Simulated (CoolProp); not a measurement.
Vapour-liquid equilibrium of cis-2-butene (1) + acetone (2) at 748 kPa; x and y are mole fractions of (1).

Computed with CoolProp (multi-fluid Helmholtz-energy mixture model, Lemmon 2005 and Lemmon 2006; pair parameters Bell 2016).

| x | bubble temperature, mixture model (K) | bubble temperature, Raoult's law (K) | y, mixture model | y, Raoult's law |
|---|---|---|---|---|
| 0.05 | 393.5 | 397.6 | 0.198 | 0.150 |
| 0.15 | 378.6 | 388.6 | 0.467 | 0.382 |
| 0.25 | 368.2 | 380.7 | 0.619 | 0.549 |
| 0.35 | 361.2 | 373.7 | 0.708 | 0.671 |
| 0.45 | 356.5 | 367.6 | 0.764 | 0.763 |
| 0.55 | 353.0 | 362.2 | 0.806 | 0.833 |
| 0.65 | 350.4 | 357.3 | 0.841 | 0.886 |
| 0.75 | 348.2 | 352.9 | 0.875 | 0.928 |
| 0.85 | 346.2 | 349.0 | 0.915 | 0.962 |
| 0.95 | 344.4 | 345.3 | 0.967 | 0.989 |

The largest gap from Raoult's law is -12.5 K in bubble temperature, at x = 0.35. No azeotrope shows between x = 0.05 and 0.95.

The pair parameters rest on a limited set of measurements; away from them the model extrapolates.
